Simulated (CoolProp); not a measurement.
Model: reference Helmholtz-energy equation of state, Thol 2016, in CoolProp.

Task: For R1234ze(E), give the phase and the density (kg/m³), speed of sound (m/s), Joule-Thomson coefficient (K/MPa), viscosity (µPa s) at 60.75 °C and 41.5 bar; 103.85 °C and 41.5 bar; 128.45 °C and 41.5 bar.

Result: 
- 60.75 °C and 41.5 bar: liquid; density 1060, speed of sound 420, Joule-Thomson coefficient 0.157, viscosity 132
- 103.85 °C and 41.5 bar: liquid; density 810, speed of sound 196, Joule-Thomson coefficient 2.15, viscosity 71.0
- 128.45 °C and 41.5 bar: supercritical; density 266, speed of sound 112, Joule-Thomson coefficient 12.5, viscosity 22.5

Viscosity comes from a separate model (Bell 2016), an estimate that may be off by 10 % or more.
